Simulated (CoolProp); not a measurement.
A simple Rankine cycle with R365MFC: condensing at 292.15 K, boiler at 1.37 MPa, turbine inlet 417.3 K, turbine efficiency 0.8, pump efficiency 0.6, no recuperator. Each further row changes one setting.

Values from CoolProp's reference Helmholtz-energy equation of state, Lemmon 2016.

```json
[
 {"case": "as stated", "thermal efficiency (%)": "16.4", "net work (kJ/kg)": "51.1", "heat in (kJ/kg)": "311", "turbine exit temperature (K)": "351.9", "volume ratio over the turbine": "35.1"},
 {"case": "turbine inlet 437.3 K", "thermal efficiency (%)": "16.2", "net work (kJ/kg)": "55.2", "heat in (kJ/kg)": "340", "turbine exit temperature (K)": "374.3", "volume ratio over the turbine": "33.2"},
 {"case": "condensing temperature 284.15 K", "thermal efficiency (%)": "17.5", "net work (kJ/kg)": "56.3", "heat in (kJ/kg)": "322", "turbine exit temperature (K)": "346.8", "volume ratio over the turbine": "49.3"},
 {"case": "boiler pressure 0.959 MPa", "thermal efficiency (%)": "15.1", "net work (kJ/kg)": "48.4", "heat in (kJ/kg)": "321", "turbine exit temperature (K)": "362.8", "volume ratio over the turbine": "22.4"},
 {"case": "turbine efficiency 0.7", "thermal efficiency (%)": "14.3", "net work (kJ/kg)": "44.5", "heat in (kJ/kg)": "311", "turbine exit temperature (K)": "357.9", "volume ratio over the turbine": "35.7"}
]
```
